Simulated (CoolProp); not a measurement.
Computed with CoolProp (reference Helmholtz-energy equation of state, Lemmon 2005). It is a short technical equation, of lower accuracy than the large ones.

### Question
For 1-butene, give the phase and the cv (kJ/(kg K)), speed of sound (m/s), expansivity (1/kK), fugacity coefficient at 525 K and 17.2 bar; 525 K and 38.6 bar; 525 K and 51.5 bar.

### Answer
- 525 K and 17.2 bar: gas; cv 2.26, speed of sound 270, expansivity 2.46, fugacity coefficient 0.931
- 525 K and 38.6 bar: gas; cv 2.29, speed of sound 249, expansivity 3.48, fugacity coefficient 0.850
- 525 K and 51.5 bar: supercritical; cv 2.30, speed of sound 238, expansivity 4.31, fugacity coefficient 0.804
